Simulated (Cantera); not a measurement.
**Stirred combustor or abatement burner**

A perfectly stirred reactor is fed with 4.55 % CH4, 2.86 % CO, 15.7 % O2, 76.9 % N2, equivalence ratio 0.67, at 0.200 bar; it is adiabatic with a 775 K inlet, and is followed from long to short residence time, starting on the burning branch (τ in s: 0.02, 0.011, 0.0055, 0.0029, 0.0015, 0.00079, 0.00041, 0.00021, 0.00011, 5.9e-05, 3.1e-05, 1.6e-05, 8.4e-06).

Detailed kinetics in Cantera: GRI-Mech 3.0 (53 species, 325 reactions).

```json
[
 {"τ (s)": "0.020", "T (K)": "1836", "x CH4": "2.04e-5", "x CO": "0.00920", "x O2": "0.0555", "x CH2O": "2.83e-6", "x C2H6": "1.45e-11", "x NO": "4.16e-5"},
 {"τ (s)": "0.011", "T (K)": "1796", "x CH4": "3.20e-5", "x CO": "0.0112", "x O2": "0.0564", "x CH2O": "4.23e-6", "x C2H6": "3.07e-11", "x NO": "2.92e-5"},
 {"τ (s)": "0.0055", "T (K)": "1745", "x CH4": "5.65e-5", "x CO": "0.0138", "x O2": "0.0576", "x CH2O": "6.94e-6", "x C2H6": "8.34e-11", "x NO": "2.02e-5"},
 {"τ (s)": "0.0029", "T (K)": "1693", "x CH4": "0.000101", "x CO": "0.0166", "x O2": "0.0592", "x CH2O": "1.14e-5", "x C2H6": "2.44e-10", "x NO": "1.43e-5"},
 {"τ (s)": "0.0015", "T (K)": "1638", "x CH4": "0.000196", "x CO": "0.0203", "x O2": "0.0615", "x CH2O": "2.04e-5", "x C2H6": "9.04e-10", "x NO": "9.35e-6"},
 {"τ (s)": "0.00079", "T (K)": "1582", "x CH4": "0.000414", "x CO": "0.0261", "x O2": "0.0653", "x CH2O": "3.92e-5", "x C2H6": "4.40e-9", "x NO": "5.39e-6"},
 {"τ (s)": "0.00041", "T (K)": "1515", "x CH4": "0.00112", "x CO": "0.0359", "x O2": "0.0728", "x CH2O": "9.34e-5", "x C2H6": "4.51e-8", "x NO": "2.39e-6"},
 {"τ (s)": "0.00021", "T (K)": "775", "x CH4": "0.0455", "x CO": "0.0286", "x O2": "0.157", "x CH2O": "<1e-12", "x C2H6": "<1e-12", "x NO": "<1e-12"},
 {"τ (s)": "0.00011", "T (K)": "775", "x CH4": "0.0455", "x CO": "0.0286", "x O2": "0.157", "x CH2O": "<1e-12", "x C2H6": "<1e-12", "x NO": "<1e-12"},
 {"τ (s)": "5.9e-5", "T (K)": "775", "x CH4": "0.0455", "x CO": "0.0286", "x O2": "0.157", "x CH2O": "<1e-12", "x C2H6": "<1e-12", "x NO": "<1e-12"},
 {"τ (s)": "3.1e-5", "T (K)": "775", "x CH4": "0.0455", "x CO": "0.0286", "x O2": "0.157", "x CH2O": "<1e-12", "x C2H6": "<1e-12", "x NO": "<1e-12"},
 {"τ (s)": "1.6e-5", "T (K)": "775", "x CH4": "0.0455", "x CO": "0.0286", "x O2": "0.157", "x CH2O": "<1e-12", "x C2H6": "<1e-12", "x NO": "<1e-12"},
 {"τ (s)": "8.4e-6", "T (K)": "775", "x CH4": "0.0455", "x CO": "0.0286", "x O2": "0.157", "x CH2O": "<1e-12", "x C2H6": "<1e-12", "x NO": "<1e-12"}
]
```
x: mole fraction; the columns are a selection and need not sum to one.
